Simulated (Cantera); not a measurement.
Charge: 1 mol Ti, 0.12 mol H2O, held at 1352 °C and 0.760 bar.

Equilibrium computed with Cantera from the NASA thermochemical tables; the gas is ideal and each condensed phase is pure. Candidate condensed phases: H2O, Ti, TiO, TiO2, Ti2O3, Ti3O5, Ti4O7; 12 gas species. Mutual solubility and eutectic melting of coexisting phases are not modelled. TiO: taken at fixed stoichiometry. Condensed phases not in the tables: N, O or C dissolved in the metal. The numbers say what is thermodynamically allowed, not how fast it happens.

Base state: H2 1.000, H 8.09e-5 (mole fractions); condensed: Ti(β) + TiO(s).

**Question.** What changes in the equilibrium state with this change: temperature from 1352 °C to 1777 °C?

**Answer.** 
```csv
species,before,after
H2,1.000,0.997
H,8.09e-5,0.00260
Ti,2.40e-8,2.48e-5
"Ti(β), mol",0.880,0
"TiO(s), mol",0.120,0
"Ti(l), mol",0,0.880
"TiO(l), mol",0,0.120
```
Each liquid is taken as pure.
